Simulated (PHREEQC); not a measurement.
Solution (25 °C): 1.4 mmol/kgw HF, 0.098 mmol/kgw NH4HF2 and 3.9 mmol/kgw H2SO4. Closed to the air; pH follows from the charge balance.

All values are PHREEQC results (ion-association model, phreeqc.dat), not measurements.

Each row changes one thing in this solution. No solid was allowed to form.

| case | pH | ionic strength (mol/kgw) | SO4-2 (mol/kgw) | HF (mol/kgw) | HSO4- (mol/kgw) | F- (mol/kgw) |
|---|---|---|---|---|---|---|
| as made | 2.21 | 0.00948 | 0.00270 | 0.00142 | 0.00120 | 0.000172 |
| NH4HF2 from 9.8e-05 to 9.8e-06 mol/kgw | 2.21 | 0.00944 | 0.00269 | 0.00127 | 0.00120 | 0.000152 |
| diluted 2-fold with water | 2.48 | 0.00519 | 0.00155 | 0.000656 | (withheld) | 0.000141 |
| NH4HF2 from 9.8e-05 to 0.000196 mol/kgw | 2.22 | 0.00951 | 0.00271 | (withheld) | (withheld) | 0.000195 |
| temperature from 25 to 10 °C | 2.20 | 0.00993 | (withheld) | (withheld) | 0.000986 | 0.000210 |
| 0.0004 mol/kgw NH4HS added | 2.24 | 0.00956 | 0.00274 | 0.00141 | 0.00115 | 0.000181 |
| diluted 10-fold with water | 3.10 | 0.00120 | 0.000365 | 8.50e-5 | 2.50e-5 | 7.46e-5 |

### Question
What belongs in the gaps?

### Answer

- diluted 2-fold with water, HSO4- (mol/kgw): 0.000402
- NH4HF2 from 9.8e-05 to 0.000196 mol/kgw, HF (mol/kgw): 0.00159
- NH4HF2 from 9.8e-05 to 0.000196 mol/kgw, HSO4- (mol/kgw): 0.00119
- temperature from 25 to 10 °C, SO4-2 (mol/kgw): 0.00291
- temperature from 25 to 10 °C, HF (mol/kgw): 0.00138

Species that the database lacks are ignored. Away from 25 °C the constants follow the database's enthalpies or fits; those with neither stay at their 25 °C values.
